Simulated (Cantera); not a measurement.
# Equilibrium for abatement and gas-phase synthesis: SO₂ + O₂

A closed system holds: 1 mol SO₂, 2 mol O₂, at 7.50 Torr.

These are equilibrium values from Cantera (NASA tables, ideal gas, pure condensed phases), not measurements of a reactor. Candidate condensed phases: S; 10 gas species. Equilibrium is a limit: real reactors are often held back by kinetics, nucleation or transport.

```json
[
 {"T (K)": "1450", "x O₂": "0.666", "x SO₂": "0.332", "x O": "1.64e-5", "x SO": "6.20e-7", "x SO₃": "0.00132", "x S": "<1e-12"},
 {"T (K)": "1600", "x O₂": "0.666", "x SO₂": "0.333", "x O": "0.000118", "x SO": "6.50e-6", "x SO₃": "0.000630", "x S": "6.16e-11"},
 {"T (K)": "1750", "x O₂": "0.666", "x SO₂": "0.333", "x O": "0.000611", "x SO": "4.54e-5", "x SO₃": "0.000342", "x S": "2.56e-9"},
 {"T (K)": "1900", "x O₂": "0.665", "x SO₂": "0.332", "x O": "0.00243", "x SO": "0.000233", "x SO₃": "0.000205", "x S": "5.92e-8"},
 {"T (K)": "2050", "x O₂": "0.660", "x SO₂": "0.331", "x O": "0.00791", "x SO": "0.000941", "x SO₃": "0.000132", "x S": "8.65e-7"},
 {"T (K)": "2200", "x O₂": "0.649", "x SO₂": "0.326", "x O": "0.0218", "x SO": "0.00312", "x SO₃": "8.87e-5", "x S": "8.79e-6"},
 {"T (K)": "2350", "x O₂": "0.625", "x SO₂": "0.314", "x O": "0.0522", "x SO": "0.00878", "x SO₃": "6.08e-5", "x S": "6.64e-5"},
 {"T (K)": "2500", "x O₂": "0.578", "x SO₂": "0.290", "x O": "0.110", "x SO": "0.0212", "x SO₃": "4.07e-5", "x S": "0.000391"}
]
```
x: gas mole fraction; nothing condenses.

From 1450 K to 2500 K nothing is condensed.
